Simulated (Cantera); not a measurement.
Charge: 1 mol Ti(OiPr)4, a varied amount of O2, held at 1200 K and 62.0 mbar.

Equilibrium computed with Cantera from the NASA thermochemical tables; the gas is ideal and each condensed phase is pure. Candidate condensed phases: C, C6H6, C7H8, C8H18, H2O, Ti, TiC, TiO, TiO2, Ti2O3, Ti3O5, Ti4O7; 113 gas species. The feed counts by its element totals alone. Condensed phases not in the tables: Magnéli phases beyond Ti4O7. Gases not in the tables: TiO(OH)2. Kinetics and transport are ignored.

x: gas mole fraction; n: condensed amount in mol.

```
n(O2) (mol)   x H2   x CO     x H2O     x CO2     x CH4      x H  x C2H2 (acetylene)  n C(graphite)  n Ti4O7(s)  n TiO2(rutile)
-----------  -----  -----  --------  --------  --------  -------  ------------------  -------------  ----------  --------------
0.53         0.808  0.191  0.000248   4.28e-5  0.000639  7.12e-7             8.30e-8           8.68       0.250               0
0.75         0.788  0.211  0.000268   5.22e-5  0.000608  7.04e-7             8.09e-8           8.24       0.250               0
1.1          0.758  0.241  0.000294   6.80e-5  0.000563  6.90e-7             7.78e-8           7.55       0.250               0
1.5          0.727  0.272  0.000319   8.70e-5  0.000517  6.76e-7             7.46e-8           6.75       0.250               0
2.1          0.684  0.315  0.000347  0.000116  0.000458  6.55e-7             7.02e-8           5.55       0.250               0
2.9          0.634    ___  0.000372       ___       ___  6.31e-7             6.51e-8            ___       0.250               0
4.1            ___  0.427  0.000393       ___       ___  5.99e-7                 ___            ___       0.250               0
5.8          0.501  0.438    0.0376    0.0239   2.30e-6  5.61e-7            4.52e-12              0           0            1.00
8.1          0.396  0.366     0.143    0.0959   2.51e-7  4.99e-7              <1e-12              0           0            1.00
11           0.270  0.268     0.268     0.193   3.12e-8  4.12e-7              <1e-12              0           0            1.00
```

**Question.** Fill in the missing entries.

**Answer.** 
- 4.1, x H2: 0.572
- 4.1, x CO2: 0.000214
- 4.1, x CH4: 0.000321
- 4.1, x C2H2 (acetylene): 5.87e-8
- 4.1, n C(graphite): 1.56
- 2.9, x CO: 0.365
- 2.9, x CO2: 0.000156
- 2.9, x CH4: 0.000394
- 2.9, n C(graphite): 3.95
